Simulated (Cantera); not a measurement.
Input: 1 mol Cr, 2.4 mol N₂O, 57 mol N₂, at 63.0 mbar.

Equilibrium computed with Cantera from the NASA thermochemical tables; the gas is ideal and each condensed phase is pure. Candidate condensed phases: Cr, CrN, Cr₂N, Cr₂O₃; 14 gas species. Kinetics and transport are ignored.

### Question
Which condensed phases are stable at each of these points (T (K)): 2275, 2350, 2425, 2500, 2575, 2650, 2725, 2800?

### Answer
```json
[
 {"T (K)": "2275", "condensed phases": "Cr₂O₃(s)", "Cr condensed (%)": "85.6"},
 {"T (K)": "2350", "condensed phases": "Cr₂O₃(s)", "Cr condensed (%)": "64.4"},
 {"T (K)": "2425", "condensed phases": "Cr₂O₃(s)", "Cr condensed (%)": "10.4"},
 {"T (K)": "2500", "condensed phases": "gas only", "Cr condensed (%)": "0.0"},
 {"T (K)": "2575", "condensed phases": "gas only", "Cr condensed (%)": "0.0"},
 {"T (K)": "2650", "condensed phases": "gas only", "Cr condensed (%)": "0.0"},
 {"T (K)": "2725", "condensed phases": "gas only", "Cr condensed (%)": "0.0"},
 {"T (K)": "2800", "condensed phases": "gas only", "Cr condensed (%)": "0.0"}
]
```

From 2275 K to 2425 K the condensed part is Cr₂O₃(s). From 2500 K to 2800 K nothing is condensed.
